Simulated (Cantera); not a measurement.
Input: 1 mol Fe3O4, 0.4 mol H2, held at 852 °C and 133 Pa.

These are equilibrium values from Cantera (NASA tables, ideal gas, pure condensed phases), not measurements of a reactor. Candidate condensed phases: Fe, FeO, Fe(OH)2, Fe(OH)3, Fe2O3, Fe3O4, H2O; 12 gas species. Mutual solubility and eutectic melting of coexisting phases are not modelled. The tables' stoichiometric FeO is somewhat more stable than real wüstite, so its field is too wide. FeO: taken at fixed stoichiometry. Kinetics and transport are ignored.

Problem. What is the equilibrium state?

Solution. 
```
Item                                        Value
-------------------------------------  ----------
x(H2O)                                      0.952
x(H2)                                      0.0477
n(FeO(s))                                1.14 mol
n(Fe3O4(s))                             0.619 mol
gas amount                             0.4000 mol
log10 activity of Fe(α) (absent)            -1.92
log10 activity of Fe(OH)2(s) (absent)       -7.99
log10 activity of Fe(OH)3(s) (absent)      -13.58
```
